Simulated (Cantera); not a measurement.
A closed system holds: 1 mol Cu, 25 mol CO, 17 mol H₂, 3.6 mol CO₂, at 700 °C and 1.00 bar.

Method: chemical equilibrium by Gibbs-energy minimisation in Cantera with the NASA 1993 tables (ideal gas, pure condensed phases). Candidate condensed phases: C, C₆H₆, C₇H₈, C₈H₁₈, Cu, CuO, Cu(OH)₂, Cu₂O, H₂O; 113 gas species. Equilibrium is a limit: real reactors are often held back by kinetics, nucleation or transport.

Base state: CO 0.409, H₂ 0.326, CO₂ 0.168, H₂O 0.0831, CH₄ 0.0137 (mole fractions); condensed: C(graphite) + Cu(s).

### Question
What changes in the equilibrium state with this change: pressure from 1.00 bar to 7.60 bar?

### Answer
```tsv
species	before	after
CO₂	0.168	0.307
H₂	0.326	0.227
H₂O	0.0831	0.215
CO	0.409	0.201
CH₄	0.0137	0.0504
C(graphite), mol	5.63	11.2
Cu(s), mol	1.00	1.00
```
